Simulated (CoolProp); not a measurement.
Vapour pressure (bar) of hexamethyldisiloxane (MM): the reference equation beside estimates from Tc = 518.7 K, pc = 19.31 bar, ω = 0.418. Clausius-Clapeyron is anchored at 366.5 K with a constant enthalpy of vaporisation of 31.90 kJ/mol.

Model: reference Helmholtz-energy equation of state, Thol 2016, in CoolProp.

```
T (K)  reference  Lee-Kesler  Clausius-Clapeyron  van der Waals  Redlich-Kwong  Soave-Redlich-Kwong  Peng-Robinson
-----  ---------  ----------  ------------------  -------------  -------------  -------------------  -------------
297.4    0.05367     0.05260             0.07196          1.284         0.2414              0.05323        0.05602
314.6     0.1217      0.1197              0.1457          1.785         0.4425               0.1205         0.1247
331.9     0.2495      0.2469              0.2751          2.408         0.7535               0.2475         0.2525
349.2     0.4687      0.4667              0.4877          3.163          1.204               0.4667         0.4710
366.5     0.8191      0.8200              0.8191          4.059          1.826               0.8194         0.8201
383.8      1.347       1.355               1.313          5.107          2.652                1.355          1.348
401        2.102       2.119               2.016          6.307          3.704                2.125          2.105
418.3      3.150       3.182               2.994          7.682          5.027                3.202          3.164
435.6      4.555       4.603               4.310          9.232          6.642                4.651          4.590
452.9      6.391       6.458               6.034          10.96          8.578                6.546          6.463
470.2      8.746       8.832               8.240          12.88          10.86                8.969          8.868
487.4      11.71       11.81               10.99          14.98          13.50                11.98          11.88
```

Absolute difference from the reference over all 12 rows, mean and median: Lee-Kesler 1.0 and 1.0 %, Clausius-Clapeyron 8.5 and 5.5 %, van der Waals 530.6 and 239.6 %, Redlich-Kwong 120.6 and 86.5 %, Soave-Redlich-Kwong 1.3 and 1.0 %, Peng-Robinson 1.2 and 0.9 %.
